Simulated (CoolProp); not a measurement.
R236EA at several states: Z from the reference equation and from simpler models built on Tc = 139.3 °C, pc = 3.414 MPa, ω = 0.368; each cubic takes its own stable root.

The numbers come from the reference Helmholtz-energy equation of state, Rui 2013 in CoolProp.

| T (°C) | p (MPa) | phase | reference |
|---|---|---|---|
| 54.75 | 0.0177 | gas | 0.9959 |
| 78.85 | 0.0262 | gas | 0.9953 |
| 131.45 | 6 | liquid | 0.2629 |
| 53.95 | 0.399 | gas | 0.8974 |

### Question
How far does each simpler model (van der Waals, Peng-Robinson) lie from the reference over these 4 states: mean and median of the absolute difference, and the worst?

### Answer
- van der Waals: mean 12.9 %, median 2.2 %, worst +46.8 % at 131.45 °C and 6 MPa
- Peng-Robinson: mean 1.2 %, median 0.3 %, worst +4.1 % at 131.45 °C and 6 MPa
